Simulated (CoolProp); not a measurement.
Vapour-liquid equilibrium of nitrogen (1) + carbon monoxide (2) at -193.65 °C; x and y are mole fractions of (1).

Model: multi-fluid Helmholtz-energy mixture model, Span 2000 and Lemmon 2006; pair parameters Gernert 2013, in CoolProp.

```tsv
x	bubble pressure, mixture model (bar)	bubble pressure, Raoult's law (bar)	y, mixture model	y, Raoult's law
0.05	0.8189	0.8140	0.084	0.080
0.125	0.8638	0.8520	0.198	0.190
0.2	0.9081	0.8900	0.300	0.291
0.275	0.9514	0.9280	0.392	0.384
0.35	0.9934	0.9660	0.475	0.469
0.425	1.034	1.004	0.551	0.548
0.5	1.073	1.042	0.620	0.622
0.575	1.111	1.080	0.684	0.690
0.65	1.147	1.118	0.744	0.753
0.725	1.181	1.156	0.802	0.812
0.8	1.214	1.194	0.857	0.868
0.875	1.246	1.232	0.911	0.920
0.95	1.276	1.270	0.964	0.969
```

The largest gap from Raoult's law is +3.0 % in bubble pressure, at x = 0.425. No azeotrope shows between x = 0.05 and 0.95.

Pair parameters are fitted to limited data, so mixtures are less certain than the pure fluids.
